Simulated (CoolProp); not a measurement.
Vapour-liquid equilibrium of R143a (1) + R1234yf (2) at 278.8 K; x and y are mole fractions of (1).

Computed with CoolProp (multi-fluid Helmholtz-energy mixture model, Lemmon and Jacobsen 2000 and Lemmon 2022; pair parameters Bell 2016).

Give the bubble pressure and the first vapour's composition at x = 0.15, 0.65, 0.85. Is there an azeotrope?

x = 0.15: 0.4389 MPa, y = 0.246; x = 0.65: 0.6161 MPa, y = 0.757; x = 0.85: 0.6845 MPa, y = 0.902. No azeotrope shows between x = 0.05 and 0.95.

Pair parameters are fitted to limited data, so mixtures are less certain than the pure fluids.
